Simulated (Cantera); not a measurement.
## Equilibrium for thermal oxidation and active oxidation of silicon: Si + H2O + N2

Input: 1 mol Si, 0.028 mol H2O, 450 mol N2.

Method: chemical equilibrium by Gibbs-energy minimisation in Cantera with the NASA 1993 tables (ideal gas, pure condensed phases). Candidate condensed phases: H2O, Si, SiO2, Si2N2O, Si3N4; 35 gas species. N2 is the only nitrogen source here; it is nearly inert below about 1500 K, so the nitride shown seldom forms there in practice. Mutual solubility and eutectic melting of coexisting phases are not modelled. The numbers say what is thermodynamically allowed, not how fast it happens.

Stable condensed phases:

```
T in °C \ P in Pa
            0.10     1.5      22     320    4600   68000 1000000
   1477        A       A       A       B       C       D       D
   1427        A       A       A       C       C       D       D
   1377        A       A       B       C       C       D       D
   1327        A       A       B       C       D       D       D
   1277        A       A       C       C       D       D       D
   1227        A       B       C       C       D       D       D
   1177        A       B       C       D       D       D       D
   1127        B       C       C       D       D       D       D
   1077        B       C       D       D       D       D       D
   1027        C       C       D       D       D       D       D
    977        C       D       D       D       D       D       D
    927        D       D       D       D       D       D       D
```

A: gas only; B: Si; C: Si3N4; D: Si2N2O + Si3N4.
